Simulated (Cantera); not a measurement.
A closed system holds: 1 mol SrCl₂, 11 mol N₂, equilibrated at 0.000720 bar.

Method: chemical equilibrium by Gibbs-energy minimisation in Cantera with the NASA 1993 tables (ideal gas, pure condensed phases). Candidate condensed phases: Sr, SrCl₂; 7 gas species. Rates play no part.

Task: Which condensed phases are stable at each of these points (T (K)): 623, 823, 1023, 1223, 1423, 1623, 1823, 2023, 2223?

Result: 
| T (K) | condensed phases | Sr condensed (%) |
|---|---|---|
| 623 | SrCl₂(s) | 100.0 |
| 823 | SrCl₂(s) | 100.0 |
| 1023 | SrCl₂(s) | 100.0 |
| 1223 | SrCl₂(l) | 96.7 |
| 1423 | gas only | 0.0 |
| 1623 | gas only | 0.0 |
| 1823 | gas only | 0.0 |
| 2023 | gas only | 0.0 |
| 2223 | gas only | 0.0 |

From 623 K to 1023 K the condensed part is SrCl₂(s). At 1223 K the condensed part is SrCl₂(l). From 1423 K to 2223 K nothing is condensed.
